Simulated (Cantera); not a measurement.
Input (Python, Cantera):

```python
import numpy as np
import cantera as ct

gas = ct.Solution("gri30.yaml")


def delay(T, t_max=10):
    gas.TPX = T, 740000, {'CH4': 1, 'H2': 0.04, 'O2': 1.26, 'N2': 6.57}
    reactor = ct.IdealGasReactor(gas, clone=False)
    net = ct.ReactorNet([reactor])
    net.rtol, net.atol = 1e-8, 1e-16
    while net.time < t_max:
        t_old, T_old = net.time, reactor.T
        net.step()
        if reactor.T > T + 400:  # ignition: a rise of 400 K
            return t_old + (T + 400 - T_old) / (reactor.T - T_old) * (net.time - t_old)
    return np.nan


taus = []
for T in [1098, 1198, 1298, 1398, 1498, 1598]:
    taus.append(delay(T))
    print(f"T0 = {T:6g} K   tau = {taus[-1]:.4e} s")
```

Result:

```
T0 =   1098 K   tau = 1.6488e-02 s
T0 =   1198 K   tau = 6.2374e-03 s
T0 =   1298 K   tau = 2.2800e-03 s
T0 =   1398 K   tau = 8.3498e-04 s
T0 =   1498 K   tau = 3.1469e-04 s
T0 =   1598 K   tau = 1.2456e-04 s
```

Cantera simulation using GRI-Mech 3.0 (53 species, 325 reactions); the numbers are that mechanism's predictions, not measurements.
